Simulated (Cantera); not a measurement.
What does this Cantera script print?

```python
import numpy as np
import cantera as ct

gas_names = """
    C CH CH2 CH3 CH4 C2 C2H C2H2,acetylene C2H2,vinylidene C2H3,vinyl C2H4 C2H5 C2H6 C3 C3H3,propargyl
    C3H4,allene C3H4,propyne C3H4,cyclo- C3H5,allyl C3H6,propylene C3H6,cyclo- C3H7,n-propyl
    C3H7,i-propyl C3H8 C4 C4H2 C4H4,1,3-cyclo- C4H6,butadiene C4H6,2-butyne C4H6,cyclo- C4H8,1-butene
    C4H8,cis2-buten C4H8,tr2-butene C4H8,isobutene C4H8,cyclo- C4H9,n-butyl C4H9,i-butyl C4H9,s-butyl
    C4H9,t-butyl C4H10,isobutane C4H10,n-butane C5 C5H6,1,3cyclo- C5H8,cyclo- C5H10,1-pentene
    C5H10,cyclo- C5H11,pentyl C5H11,t-pentyl C5H12,n-pentane C5H12,i-pentane CH3C(CH3)2CH3 C6H2
    C6H5,phenyl C6H6 C6H10,cyclo- C6H12,1-hexene C6H12,cyclo- C6H13,n-hexyl C7H7,benzyl C7H8
    C7H14,1-heptene C7H15,n-heptyl C7H16,n-heptane C8H8,styrene C8H10,ethylbenz C8H16,1-octene
    C8H17,n-octyl C8H18,isooctane C8H18,n-octane C9H19,n-nonyl C10H8,naphthale C10H21,n-decyl
    C12H9,o-bipheny C12H10,bipheny H H2 Ti
""".split()
cond_names = """
    C(gr) C6H6(L) C7H8(L) C8H18(L),n-octa Ti(a) Ti(b) Ti(L) TiC(s) TiC(L)
""".split()


def load(file, names, dense=False):
    # The tables refer to 1 bar. Condensed volumes are neglected.
    table = {s.name: s for s in ct.Species.list_from_file(file)}
    out = []
    for n in names:
        d = dict(table[n].input_data)
        d["thermo"] = dict(d["thermo"], **{"reference-pressure": 1e5})
        if dense:
            d["equation-of-state"] = {"model": "constant-volume", "density": "1e6 g/cm^3"}
        out.append(ct.Species.from_dict(d))
    return out


gas = ct.Solution(thermo="ideal-gas", species=load("nasa_gas.yaml", gas_names))
cond = {s.name: ct.Solution(thermo="fixed-stoichiometry", species=[s], name=s.name)
        for s in load("nasa_condensed.yaml", cond_names, dense=True)}
atoms = {
    'Ti': {'Ti': 1},
    'CH4': {'C': 1, 'H': 4},
}
top_T = {'C(gr)': 4500}  # K; cautious upper limits of use, not melting points


def equilibrate(T, P, feed):
    n = {}
    for name, mol in feed.items():
        for a, k in atoms[name].items():
            n[a] = n.get(a, 0.0) + k * mol
    gas.TPX = T, P, n
    mass = sum(n.values()) * gas.mean_molecular_weight
    gas.equilibrate("TP")
    valid = [c for c in cond.values() if c.min_temp <= T <= top_T.get(c.name, c.max_temp)]
    mix = ct.Mixture([(gas, mass / gas.mean_molecular_weight)] + [(c, 0.0) for c in valid])
    mix.T, mix.P = T, P
    mix.equilibrate("TP", solver="vcs", rtol=1e-11, max_steps=5000)
    return mix


results = []
feed = {'Ti': 1, 'CH4': 0.6}  # mol
T = 1250  # K
P = 13332.2  # Pa
mix = equilibrate(T, P, feed)
results.append((T, P, feed, dict(zip(mix.species_names, mix.species_moles))))
x = sorted(zip(gas.X, gas.species_names), reverse=True)
print(f"T = {T:g} K  P = {P:g} Pa  gas = {mix.phase_moles(0):.4g} mol")
print("   x: " + "  ".join(f"{s} {v:.3e}" for v, s in x if v > 0.001))
print("   condensed (mol): " + ("  ".join(f"{mix.phase(i).name} {mix.phase_moles(i):.4g}"
      for i in range(1, mix.n_phases) if mix.phase_moles(i) > 1e-12) or "none"))
```

Output:

```
T = 1250 K  P = 13332.2 Pa  gas = 1.2 mol
   x: H2 1.000e+00
   condensed (mol): Ti(b) 0.4  TiC(s) 0.6
```

Cantera equilibrium calculation (NASA polynomials, part measured and part estimated; ideal gas, pure solids and liquids). Mutual solubility and eutectic melting of coexisting phases are not modelled. TiC: taken at fixed stoichiometry. Condensed phases not in the tables: N, O or C dissolved in the metal.
